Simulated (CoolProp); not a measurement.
Vapour-liquid equilibrium of propylene (1) + R134a (2) at 0.497 bar; x and y are mole fractions of (1).

The numbers come from the multi-fluid Helmholtz-energy mixture model, Lemmon 2013 and Tillner-Roth 1994; pair parameters Bell 2016 in CoolProp.

| x | bubble temperature (°C) | y at the bubble point | dew temperature at overall composition x (°C) | liquid density (mol/L) |
|---|---|---|---|---|
| 0.05 | -47.2 | 0.333 | ? | 14.08 |
| 0.2 | -57.1 | 0.671 | -44.3 | 14.33 |
| 0.35 | -60.4 | 0.755 | -47.6 | 14.41 |
| 0.5 | -61.5 | ? | -51.6 | ? |
| 0.65 | -62.0 | 0.808 | ? | 14.56 |
| 0.8 | -62.5 | ? | -61.9 | 14.69 |
| 0.95 | -62.5 | 0.938 | -62.4 | ? |

Problem. What belongs in the gaps?

Solution. 
- 0.05, dew temperature at overall composition x (°C): -41.5
- 0.5, y at the bubble point: 0.786
- 0.5, liquid density (mol/L): 14.47
- 0.65, dew temperature at overall composition x (°C): -56.4
- 0.8, y at the bubble point: 0.845
- 0.95, liquid density (mol/L): 14.86

y crosses x between x = 0.8 and 0.95: the model has an azeotrope there.

Pair parameters are fitted to limited data, so mixtures are less certain than the pure fluids. With so large a gap from Raoult's law the liquid may split in two, which this calculation doesn't test in full.
